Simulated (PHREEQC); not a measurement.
Dissolve 0.15 mol NiSO4, 0.0085 mol NaCl and 0.00082 mol HCl per kg of water at 25 °C. Closed to the air; pH follows from the charge balance.

The numbers come from PHREEQC with the ion-association model, wateq4f.dat.

Each row changes one thing in this solution. This is a speciation only: nothing precipitates in the calculation.

```tsv
case	pH	ionic strength (mol/kgw)	Ni+2 (mol/kgw)	SO4-2 (mol/kgw)	NiSO4 (mol/kgw)	Cl- (mol/kgw)	SI of Morenosite (NiSO4:7H2O)	SI of Ni(OH)2 (Ni(OH)2)
as made	3.67	0.311	0.0758	0.0747	0.0735	0.00886	-1.05	-5.12
NiSO4 from 0.15 to 0.225 mol/kgw	3.74	0.426	0.105	0.103	0.119	0.00872	-0.83	-4.84
0.004 mol/kgw KBr added	3.67	0.315	0.0760	0.0747	0.0730	0.00886	-1.05	-5.12
NaCl replaced by NaNO3 at the same molality	3.67	0.311	0.0761	0.0746	0.0736	0.000780	-1.04	-5.12
HCl from 0.00082 to 0.0082 mol/kgw	2.66	0.316	0.0774	0.0719	0.0715	0.0158	-1.06	-7.14
HCl from 0.00082 to 8.2e-05 mol/kgw	(withheld)	0.310	0.0757	0.0750	0.0736	0.00816	-1.04	-3.12
0.014 mol/kgw HNO3 added	2.39	0.321	0.0793	0.0693	(withheld)	0.00884	-1.07	-7.66
NaCl from 0.0085 to 0.017 mol/kgw	3.67	0.320	0.0762	(withheld)	0.0727	0.0169	-1.05	-5.12
NaCl replaced by CuCl2 at the same molality	3.66	0.318	0.0770	0.0729	0.0718	0.0169	-1.05	-5.13
```

Question: Complete the blanks.

Answer: 
- HCl from 0.00082 to 8.2e-05 mol/kgw, pH: 4.67
- 0.014 mol/kgw HNO3 added, NiSO4 (mol/kgw): 0.0700
- NaCl from 0.0085 to 0.017 mol/kgw, SO4-2 (mol/kgw): 0.0748
